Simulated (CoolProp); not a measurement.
Properties of carbonyl sulfide along the isotherm 620 K.

Values from CoolProp's reference Helmholtz-energy equation of state, Lemmon 2006. It is a short technical equation, of lower accuracy than the large ones.

```
p (kPa)          phase  density (kg/m³)  cv (kJ/(kg K))  isothermal compressibility (1/MPa)  expansivity (1/kK)
-------  -------------  ---------------  --------------  ----------------------------------  ------------------
2450               gas            29.24          0.7258                              0.4177               1.776
4900               gas            59.84          0.7306                              0.2132               1.950
7350     supercritical            91.73          0.7354                              0.1446               2.131
9800     supercritical            124.8          0.7402                              0.1098               2.311
12200    supercritical            158.1          0.7448                             0.08869               2.479
14700    supercritical            193.4          0.7492                             0.07346               2.636
17100    supercritical            227.5          0.7531                             0.06248               2.758
19600    supercritical            262.9          0.7567                             0.05340               2.850
22000    supercritical            296.2          0.7597                             0.04622               2.900
24500    supercritical            329.8          0.7624                             0.03994               2.911
26900    supercritical            360.7          0.7646                             0.03483               2.889
29400    supercritical            391.2          0.7666                             0.03029               2.836
31800    supercritical            418.8          0.7683                             0.02659               2.765
```
